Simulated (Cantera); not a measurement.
A closed system holds: 1 mol Si, a varied amount of Cl₂, 7.9 mol H₂, held at 425 °C and 2.90 bar.

Method: chemical equilibrium by Gibbs-energy minimisation in Cantera with the NASA 1993 tables (ideal gas, pure condensed phases). Candidate condensed phases: Si; 19 gas species. Rates play no part.

Which condensed phases are stable at each of these points (n(Cl₂) (mol)): 0.5, 0.64, 0.83, 1.1, 1.4, 1.8, 2.3, 2.9?


| n(Cl₂) (mol) | condensed phases | Si condensed (%) |
|---|---|---|
| 0.5 | Si(s) | 70.2 |
| 0.64 | Si(s) | 62.1 |
| 0.83 | Si(s) | 51.2 |
| 1.1 | Si(s) | 35.9 |
| 1.4 | Si(s) | 19.0 |
| 1.8 | gas only | 0.0 |
| 2.3 | gas only | 0.0 |
| 2.9 | gas only | 0.0 |

From 0.5 mol Cl₂ to 1.4 mol Cl₂ the condensed part is Si(s). From 1.8 mol Cl₂ to 2.9 mol Cl₂ nothing is condensed.
